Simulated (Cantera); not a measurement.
Input (Python, Cantera):

```python
import numpy as np
import cantera as ct

gas = ct.Solution("gri30.yaml")


def delay(T, t_max=10):
    gas.TPX = T, 100000, {'CH4': 1, 'C2H6': 0.13, 'O2': 2.05, 'N2': 8.18}
    reactor = ct.IdealGasConstPressureReactor(gas, clone=False)
    net = ct.ReactorNet([reactor])
    net.rtol, net.atol = 1e-8, 1e-16
    while net.time < t_max:
        t_old, T_old = net.time, reactor.T
        net.step()
        if reactor.T > T + 400:  # ignition: a rise of 400 K
            return t_old + (T + 400 - T_old) / (reactor.T - T_old) * (net.time - t_old)
    return np.nan


taus = []
for T in [1075, 1150, 1225, 1300, 1375, 1450, 1525, 1600]:
    taus.append(delay(T))
    print(f"T0 = {T:6g} K   tau = {taus[-1]:.4e} s")
```

It prints:

```
T0 =   1075 K   tau = 2.6343e-02 s
T0 =   1150 K   tau = 8.5750e-03 s
T0 =   1225 K   tau = 3.4684e-03 s
T0 =   1300 K   tau = 1.5839e-03 s
T0 =   1375 K   tau = 7.6675e-04 s
T0 =   1450 K   tau = 3.8590e-04 s
T0 =   1525 K   tau = 2.0349e-04 s
T0 =   1600 K   tau = 1.1400e-04 s
```

Cantera simulation using GRI-Mech 3.0 (53 species, 325 reactions); the numbers are that mechanism's predictions, not measurements.
